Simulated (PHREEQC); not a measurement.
Consider water at 94 °C with 9.2 mmol/kgw HF, 130 mmol/kgw NH4HF2, 5 mmol/kgw H2SiF6 and 0.23 mmol/kgw HCl. Closed to the air; pH follows from the charge balance.

The numbers come from PHREEQC with the ion-association model, phreeqc.dat.

Precipitation was switched off in this run.

Task: Estimate the pH, activity of water.

Result: pH 3.48; activity of water 0.994.

Task: In which forms is F present?

Result: HF 37 %, F- 28 %, HF2- 25 %, SiF6-2 10 % of the F.

At this temperature some constants are extrapolated from 25 °C, and those without enthalpy data are left unchanged. SiF6-2 is the database's only silicon fluoride.
